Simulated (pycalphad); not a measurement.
Source of the numbers: pycalphad with the COST 507 light-alloy database (1999); pressure 1 atm. The data set is of 1999 and partly superseded. Diffusion is slow at the low end, where real alloys seldom reach equilibrium.

## Ti-1.87Hf-1.12B (at.%): equilibrium cooling sequence

| T (K) | phases above | phases below |
|---|---|---|
| 1913.2 | liquid | bcc + liquid |
| 1814.3 | bcc + liquid | bcc + BM |
| 1142.5 | bcc + BM | bcc + BM + hcp |
| 1138.2 | bcc + BM + hcp | BM + hcp |

Changes were sought between steps of 40 K, so a narrower field can be missed.

Database names, with the compositions (at.%) that they take in these runs: BM: Ti 50 B 50.
